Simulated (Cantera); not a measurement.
## Transport properties of process gases

Gas mixture: 44.7 % NO, 36.5 % H2O, 18.8 % N2, at 0.000138 atm, frozen composition.

Cantera's kinetic-theory transport with the Lennard-Jones parameters of GRI-Mech 3.0, ideal gas; thermal conductivity in the multicomponent form. Polar gases are described roughly by these parameters. The composition is frozen, though it would react at the higher temperatures.

```tsv
T (K)	ρ (kg/m³)	cp (J/kg/K)	μ (µPa s)	λ (mW/m/K)	Pr	D (cm²/s) NO	D (cm²/s) CH4	D (cm²/s) H2O
400	0.000106	1244	19.7	36.1	0.679	2690	2750	2840
650	6.54e-5	1319	29.2	57.7	0.668	6430	6520	6980
900	4.73e-5	1408	37.6	79.4	0.667	11300	11400	12400
1150	3.70e-5	1487	45.2	101	0.667	17200	17400	19000
1400	3.04e-5	1551	52.3	121	0.668	24000	24200	26600
1650	2.58e-5	1606	58.9	141	0.669	31600	31900	35200
1900	2.24e-5	1650	65.1	161	0.669	40000	40300	44600
```
D: mixture-averaged diffusion coefficient of that species in the mixture.
